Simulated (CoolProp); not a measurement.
Values from CoolProp's reference Helmholtz-energy equation of state, Lemmon 2006. It is a short technical equation, of lower accuracy than the large ones.

Give the vapour pressure (bar), enthalpy of vaporisation (kJ/kg), liquid viscosity (µPa s), liquid conductivity (mW/(m K)) of saturated C2F6 (R116) at -68.95, -62.35, -29.65 °C.


| T (°C) | p (bar) | enthalpy of vaporisation (kJ/kg) | liquid viscosity (µPa s) | liquid conductivity (mW/(m K)) |
|---|---|---|---|---|
| -68.95 | 1.61 | 113 | 359 | 72.5 |
| -62.35 | 2.20 | 110 | 320 | 69.8 |
| -29.65 | 7.72 | 90.8 | 185 | 56.9 |

Viscosity comes from a separate model (Huber 2003), an estimate that may be off by 10 % or more. Thermal conductivity comes from a separate model (Huber 2003), an estimate that may be off by 10 % or more.
